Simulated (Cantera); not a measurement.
**CsOH + H2O (calcination and drying)**

Input: 1 mol CsOH, 0.36 mol H2O, at 850 K and 0.00133 bar.

Method: chemical equilibrium by Gibbs-energy minimisation in Cantera with the NASA 1993 tables (ideal gas, pure condensed phases). Candidate condensed phases: Cs, CsOH, H2O; 15 gas species. Equilibrium is a limit: real reactors are often held back by kinetics, nucleation or transport.

| Quantity | Result |
|---|---|
| x(CsOH) | 0.597 |
| x(H2O) | 0.294 |
| x(Cs2(OH)2) | 0.109 |
| gas amount | 1.226 mol |
| log10 activity of CsOH(l) (absent) | -0.59 |
| log10 activity of Cs(l) (absent) | -8.45 |
